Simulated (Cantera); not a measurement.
Charge: 1 mol Si, 0.027 mol CO2, 77 mol H2, equilibrated at 44.0 Pa.

These are equilibrium values from Cantera (NASA tables, ideal gas, pure condensed phases), not measurements of a reactor. Candidate condensed phases: C, C6H6, C7H8, C8H18, H2O, Si, SiC, SiO2; 123 gas species. Mutual solubility and eutectic melting of coexisting phases are not modelled. The tables hold silica as quartz up to 1696 K and as liquid above; real silica turns to tridymite and cristobalite and melts near 1996 K. Equilibrium is a limit: real reactors are often held back by kinetics, nucleation or transport.

Which condensed phases are stable at each of these points (T (K)): 973, 998, 1023, 1048, 1073, 1098, 1123, 1148, 1173, 1198, 1223, 1248, 1273, 1298?


```json
[
 {"T (K)": "973", "condensed phases": "Si(s) + SiC(s) + SiO2(β-quartz)", "Si condensed (%)": "100.0"},
 {"T (K)": "998", "condensed phases": "Si(s) + SiC(s) + SiO2(β-quartz)", "Si condensed (%)": "100.0"},
 {"T (K)": "1023", "condensed phases": "Si(s) + SiC(s) + SiO2(β-quartz)", "Si condensed (%)": "100.0"},
 {"T (K)": "1048", "condensed phases": "Si(s) + SiC(s) + SiO2(β-quartz)", "Si condensed (%)": "99.9"},
 {"T (K)": "1073", "condensed phases": "Si(s) + SiC(s) + SiO2(β-quartz)", "Si condensed (%)": "99.8"},
 {"T (K)": "1098", "condensed phases": "Si(s) + SiC(s) + SiO2(β-quartz)", "Si condensed (%)": "99.6"},
 {"T (K)": "1123", "condensed phases": "Si(s) + SiC(s) + SiO2(β-quartz)", "Si condensed (%)": "99.1"},
 {"T (K)": "1148", "condensed phases": "Si(s) + SiC(s) + SiO2(β-quartz)", "Si condensed (%)": "98.0"},
 {"T (K)": "1173", "condensed phases": "Si(s) + SiC(s) + SiO2(β-quartz)", "Si condensed (%)": "95.8"},
 {"T (K)": "1198", "condensed phases": "Si(s) + SiC(s)", "Si condensed (%)": "94.6"},
 {"T (K)": "1223", "condensed phases": "Si(s) + SiC(s)", "Si condensed (%)": "94.6"},
 {"T (K)": "1248", "condensed phases": "Si(s) + SiC(s)", "Si condensed (%)": "94.6"},
 {"T (K)": "1273", "condensed phases": "Si(s) + SiC(s)", "Si condensed (%)": "94.7"},
 {"T (K)": "1298", "condensed phases": "Si(s) + SiC(s)", "Si condensed (%)": "94.7"}
]
```

From 973 K to 1173 K the condensed part is Si(s) + SiC(s) + SiO2(β-quartz). From 1198 K to 1298 K the condensed part is Si(s) + SiC(s).
